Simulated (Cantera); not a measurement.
A perfectly stirred reactor is fed with CH4 : O2 : N2 = 1 : 1.18 : 4.42 (molar parts), equivalence ratio 1.7, at 1.00 bar; it is adiabatic with a 500 K inlet, and is followed from long to short residence time, starting on the burning branch (τ in s: 0.056, 0.03, 0.016, 0.0084, 0.0044, 0.0024, 0.0013, 0.00067, 0.00035, 0.00019, 0.0001, 5.3e-05).

Computed with Cantera and GRI-Mech 3.0 (53 species, 325 reactions).

**Question.** What does this change do: pressure from 1.00 bar to 10.0 bar?

**Answer.** 
```
quantity                                                                       before                                 after
------------------------------------------------  -----------------------------------  ------------------------------------
blow-out, bracketed by the residence times tried  burning at 1.30 ms, out at 0.670 ms  burning at 0.350 ms, out at 0.190 ms
x(CH4) at τ = 56.0 ms                                                         0.00373                               0.00464
x(O2) at τ = 56.0 ms                                                         0.000460                              0.000161
x(H) at τ = 56.0 ms                                                          0.000483                              0.000116
x(HCO) at τ = 56.0 ms                                                         9.12e-8                               5.12e-8
x(H2O) at τ = 56.0 ms                                                           0.161                                 0.161
x(CH4) at τ = 1.30 ms                                                          0.0112                                0.0146
x(O2) at τ = 1.30 ms                                                           0.0100                               0.00436
x(H) at τ = 1.30 ms                                                          0.000841                              0.000157
x(HCO) at τ = 1.30 ms                                                         2.12e-6                               2.24e-7
x(H2O) at τ = 1.30 ms                                                           0.167                                 0.177
```

**Question.** What does this change do: inlet temperature 500 to 800 K?

**Answer.** 
```
quantity                                                                       before                                 after
------------------------------------------------  -----------------------------------  ------------------------------------
blow-out, bracketed by the residence times tried  burning at 1.30 ms, out at 0.670 ms  burning at 0.350 ms, out at 0.190 ms
x(CH4) at τ = 56.0 ms                                                         0.00373                              0.000419
x(O2) at τ = 56.0 ms                                                         0.000460                              0.000102
x(H) at τ = 56.0 ms                                                          0.000483                               0.00177
x(HCO) at τ = 56.0 ms                                                         9.12e-8                               1.46e-7
x(H2O) at τ = 56.0 ms                                                           0.161                                 0.155
x(CH4) at τ = 1.30 ms                                                          0.0112                               0.00322
x(O2) at τ = 1.30 ms                                                           0.0100                               0.00265
x(H) at τ = 1.30 ms                                                          0.000841                               0.00265
x(HCO) at τ = 1.30 ms                                                         2.12e-6                               2.69e-6
x(H2O) at τ = 1.30 ms                                                           0.167                                 0.161
```
